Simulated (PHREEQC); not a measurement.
Make-up at 40 °C: 0.025 mol NH4F, 0.013 mol H2SO4 and 0.00053 mol KCl per kg of water. Closed to the air; pH follows from the charge balance.

Equilibrium calculation in PHREEQC: ion-association model, phreeqc.dat.

Precipitation was switched off in this run.

Task: Order these S species by the share of S that they hold, largest first: SO4-2, NH4SO4-, KSO4-, HSO4-.

Result: SO4-2 (72 %), HSO4- (17 %), NH4SO4- (11 %), KSO4- (0.16 %)

The pH is 2.54 and the ionic strength 0.0369 mol/kgw. Complexes and solids missing from the database can't appear. Constants without temperature data keep their 25 °C values here.
